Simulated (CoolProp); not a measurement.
A simple Rankine cycle with n-heptane: condensing at 307.15 K, boiler at 0.647 MPa, turbine inlet 465.2 K, turbine efficiency 0.7, pump efficiency 0.8, no recuperator. Each further row changes one setting.

Values from CoolProp's reference Helmholtz-energy equation of state, Span 2003. It is a short technical equation, of lower accuracy than the large ones.

```json
[
 {"case": "as stated", "thermal efficiency (%)": "15.0", "net work (kJ/kg)": "98.9", "heat in (kJ/kg)": "658", "turbine exit temperature (K)": "410.9", "volume ratio over the turbine": "72.7"},
 {"case": "turbine inlet 485.2 K", "thermal efficiency (%)": "14.7", "net work (kJ/kg)": "105", "heat in (kJ/kg)": "710", "turbine exit temperature (K)": "431.7", "volume ratio over the turbine": "70.9"},
 {"case": "condensing temperature 299.15 K", "thermal efficiency (%)": "15.9", "net work (kJ/kg)": "108", "heat in (kJ/kg)": "676", "turbine exit temperature (K)": "406.8", "volume ratio over the turbine": "106"},
 {"case": "boiler pressure 0.453 MPa", "thermal efficiency (%)": "14.0", "net work (kJ/kg)": "93.1", "heat in (kJ/kg)": "666", "turbine exit temperature (K)": "417.4", "volume ratio over the turbine": "48.5"},
 {"case": "turbine efficiency 0.6", "thermal efficiency (%)": "12.9", "net work (kJ/kg)": "84.6", "heat in (kJ/kg)": "658", "turbine exit temperature (K)": "417.5", "volume ratio over the turbine": "73.8"}
]
```
